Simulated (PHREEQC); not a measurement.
Make-up at 25 °C: 0.1 mol H2SO4 and 0.00022 mol KH2PO4 per kg of water. Closed to the air; pH follows from the charge balance.

Computed with PHREEQC (ion-association model, phreeqc.dat).

This is a speciation only: nothing precipitates in the calculation.

Predict the pH, ionic strength.

pH 1.01; ionic strength 0.139 mol/kgw.

In which forms is S present?

HSO4- 80 %, SO4-2 20 % of the S.

Complexes and solids missing from the database can't appear.
